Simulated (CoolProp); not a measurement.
A single-stage vapour-compression cycle with R407C: evaporating at 230.15 K (dew point), condensing at 280.15 K (bubble point), superheat 2 K, subcooling 8 K, compressor efficiency 0.65, no pressure losses. Each further row changes one setting.

Values from CoolProp's reference Helmholtz-energy equation of state, Lemmon 2003. It is a pseudo-pure fit of the blend.

```tsv
case	cooling COP	pressure ratio	discharge temperature (K)	refrigerating effect (kJ/kg)	volumetric capacity (kJ/m³)
as stated	2.20	9.65	345.7	189	639
evaporating temperature 235.15 K	2.52	7.48	338.5	192	825
condensing temperature 275.15 K	2.47	8.25	337.5	196	663
subcooling 13 K	2.28	9.65	345.7	196	663
superheat 12 K	2.18	9.65	357.8	196	634
compressor efficiency 0.55	1.86	9.65	361.8	189	639
```
